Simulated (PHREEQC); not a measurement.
Make-up at 25 °C: 0.05 mol HF, 6.7e-05 mol KF and 0.021 mol HCl per kg of water. Closed to the air; pH follows from the charge balance.

All values are PHREEQC results (ion-association model, phreeqc.dat), not measurements.

| quantity | before | after |
|---|---|---|
| pH | 1.69 | 1.73 |
| ionic strength (mol/kgw) | 0.0232 | 0.0210 |
| HF (mol/kgw) | 0.0476 | 6.43e-5 |
| F- (mol/kgw) | 0.00182 | 2.68e-6 |
| HF2- (mol/kgw) | 0.000332 | 6.62e-10 |
| SI of Sylvite (KCl) | -6.88 | -6.88 |

Q: Which change was made?
A. KF from 6.7e-05 to 0.000101 mol/kgw
B. HCl from 0.021 to 0.0105 mol/kgw
C. HF left out
D. temperature from 25 to 65 °C
E. KF replaced by KNO3 at the same molality

A: C, HF left out

This is a speciation only: nothing precipitates in the calculation.
